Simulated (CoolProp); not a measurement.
Vapour-liquid equilibrium of R125 (1) + R134a (2) at 0.436 MPa; x and y are mole fractions of (1).

The numbers come from the multi-fluid Helmholtz-energy mixture model, Lemmon 2005 and Tillner-Roth 1994; pair parameters Lemmon 2004 in CoolProp.

```csv
x,bubble temperature (K),y at the bubble point,dew temperature at overall composition x (K),liquid density (mol/L)
0.05,282.9,0.098,283.8,12.28
0.2,277.9,0.343,280.9,12.18
0.35,273.7,0.529,277.8,12.07
0.5,270.0,0.676,274.4,11.95
0.65,266.7,0.794,270.7,11.81
0.8,263.8,0.892,266.6,11.67
0.95,261.1,0.975,261.9,11.52
```

No azeotrope shows between x = 0.05 and 0.95.

The pair parameters rest on a limited set of measurements; away from them the model extrapolates.
